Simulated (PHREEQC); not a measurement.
A PHREEQC speciation (ion-association model, wateq4f.dat) at 20 °C gives pH 1.23 and these molalities:

```tsv
species	mol/kgw
HSO4-	0.120
Ni+2	0.0954
H+	0.0757
NiSO4	0.0743
SO4-2	0.0729
Ni(SO4)2-2	0.000255
```

Task: What are the element totals, and what could have been dissolved in 1 kg of water to give them?

Result: Several could match; the one computed here: totals Ni 0.170, S(6) 0.268 mol/kgw, from 0.098 mol/kgw H2SO4 and 0.17 mol/kgw NiSO4.

This is a speciation only: nothing precipitates in the calculation.
